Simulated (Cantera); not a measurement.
What does this Cantera script print?

```python
import numpy as np
import cantera as ct

gas_names = """
    CL CLO CL2 H HCL HOCL HO2 H2 H2O H2O2 Mg MgCL MgCL2 MgH MgO MgOH MgO2H2 Mg2 O OH O2 O3
""".split()
cond_names = """
    H2O(s) H2O(L) Mg(cr) Mg(L) MgCL2(s) MgCL2(L) MgO(s) MgO(L) MgO2H2(s)
""".split()


def load(file, names, dense=False):
    # The tables refer to 1 bar. Condensed volumes are neglected.
    table = {s.name: s for s in ct.Species.list_from_file(file)}
    out = []
    for n in names:
        d = dict(table[n].input_data)
        d["thermo"] = dict(d["thermo"], **{"reference-pressure": 1e5})
        if dense:
            d["equation-of-state"] = {"model": "constant-volume", "density": "1e6 g/cm^3"}
        out.append(ct.Species.from_dict(d))
    return out


gas = ct.Solution(thermo="ideal-gas", species=load("nasa_gas.yaml", gas_names))
cond = {s.name: ct.Solution(thermo="fixed-stoichiometry", species=[s], name=s.name)
        for s in load("nasa_condensed.yaml", cond_names, dense=True)}
atoms = {
    'MgCl2': {'Mg': 1, 'CL': 2},
    'O2': {'O': 2},
    'H2': {'H': 2},
}
top_T = {}  # K; cautious upper limits of use, not melting points


def equilibrate(T, P, feed):
    n = {}
    for name, mol in feed.items():
        for a, k in atoms[name].items():
            n[a] = n.get(a, 0.0) + k * mol
    gas.TPX = T, P, n
    mass = sum(n.values()) * gas.mean_molecular_weight
    gas.equilibrate("TP")
    valid = [c for c in cond.values() if c.min_temp <= T <= top_T.get(c.name, c.max_temp)]
    mix = ct.Mixture([(gas, mass / gas.mean_molecular_weight)] + [(c, 0.0) for c in valid])
    mix.T, mix.P = T, P
    mix.equilibrate("TP", solver="vcs", rtol=1e-11, max_steps=5000)
    return mix


results = []
feed = {'MgCl2': 1, 'O2': 0.56, 'H2': 29}  # mol
T = 2150  # K
P = 2.4  # Pa
mix = equilibrate(T, P, feed)
results.append((T, P, feed, dict(zip(mix.species_names, mix.species_moles))))
x = sorted(zip(gas.X, gas.species_names), reverse=True)
print(f"T = {T:g} K  P = {P:g} Pa  gas = {mix.phase_moles(0):.4g} mol")
print("   x: " + "  ".join(f"{s} {v:.3e}" for v, s in x if v > 0.001))
print("   condensed (mol): " + ("  ".join(f"{mix.phase(i).name} {mix.phase_moles(i):.4g}"
      for i in range(1, mix.n_phases) if mix.phase_moles(i) > 1e-12) or "none"))
```

Result:

```
T = 2150 K  P = 2.4 Pa  gas = 43.12 mol
   x: H 5.282e-01  H2 3.764e-01  CL 2.349e-02  Mg 2.317e-02  HCL 2.288e-02  H2O 1.898e-02  OH 3.440e-03  O 3.402e-03
   condensed (mol): none
```

These are equilibrium values from Cantera (NASA tables, ideal gas, pure condensed phases), not measurements of a reactor.
